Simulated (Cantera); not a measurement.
A closed system holds: 1 mol SiCl₄, 1.7 mol Cl₂, 0.26 mol H₂, held at 650 K and 1.00 bar.

Cantera equilibrium calculation (NASA polynomials, part measured and part estimated; ideal gas, pure solids and liquids). Candidate condensed phases: Si; 19 gas species. Kinetics and transport are ignored.

Base state: Cl₂ 0.486, SiCl₄ 0.338, HCl 0.176 (mole fractions); condensed: gas only.

Q: What changes in the equilibrium state with this change: temperature from 650 K to 1275 K?

A: 
```json
[
 {"species": "Cl₂", "before": "0.486", "after": "0.481"},
 {"species": "SiCl₄", "before": "0.338", "after": "0.337"},
 {"species": "HCl", "before": "0.176", "after": "0.175"},
 {"species": "Cl", "before": "9.06e-8", "after": "0.00686"}
]
```

Q: What changes in the equilibrium state with this change: H₂ from 0.26 to 0.59 mol?

A: 
```
species  before  after
-------  ------  -----
HCl       0.176  0.359
Cl₂       0.486  0.337
SiCl₄     0.338  0.304
```
